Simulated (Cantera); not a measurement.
**Transport properties of process gases**

Gas mixture: N₂ : O₂ = 0.93 : 0.7 (molar parts), at 1.01 bar, frozen composition.

Cantera's kinetic-theory transport with the Lennard-Jones parameters of GRI-Mech 3.0, ideal gas; thermal conductivity in the mixture-averaged form.

```
T (K)  ρ (kg/m³)  cp (J/kg/K)  μ (µPa s)  λ (mW/m/K)     Pr  D (cm²/s) H₂O  D (cm²/s) O  D (cm²/s) H
-----  ---------  -----------  ---------  ----------  -----  -------------  -----------  -----------
400        0.906        997.9       23.8        33.2  0.713          0.398        0.538         2.07
500        0.724         1018       27.8        39.9  0.709          0.605        0.787         3.05
600        0.604         1041       31.5        46.4  0.707          0.846         1.07         4.18
700        0.517         1066       35.0        52.8  0.706           1.12         1.39         5.43
800        0.453         1090       38.2        58.9  0.707           1.42         1.74         6.80
900        0.402         1113       41.3        64.9  0.708           1.75         2.11         8.29
1000       0.362         1133       44.3        70.7  0.709           2.10         2.52         9.89
1100       0.329         1148       47.1        76.3  0.709           2.48         2.95         11.6
```
D: mixture-averaged diffusion coefficient of that species in the mixture.
